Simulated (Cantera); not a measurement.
Mixture: CH₄ : O₂ : N₂ : H₂O = 1 : 1 : 3.76 : 0.19 (molar parts), equivalence ratio 2.0, at 593 Torr, adiabatic and at constant volume. Ignition delay is the time to a rise of 400 K.

Cantera simulation using GRI-Mech 3.0 (53 species, 325 reactions); the numbers are that mechanism's predictions, not measurements.

Q: Predict: delay at 1300 K; delay at 1450 K; delay at 1600 K; delay at 1750 K; delay at 1900 K; apparent activation energy between 1750 and 1900 K.

A: 
```json
{
 "delay at 1300 K": "21.2 ms",
 "delay at 1450 K": "3.33 ms",
 "delay at 1600 K": "0.698 ms",
 "delay at 1750 K": "0.203 ms",
 "delay at 1900 K": "77.3 µs",
 "apparent activation energy between 1750 and 1900 K": "180 kJ/mol"
}
```
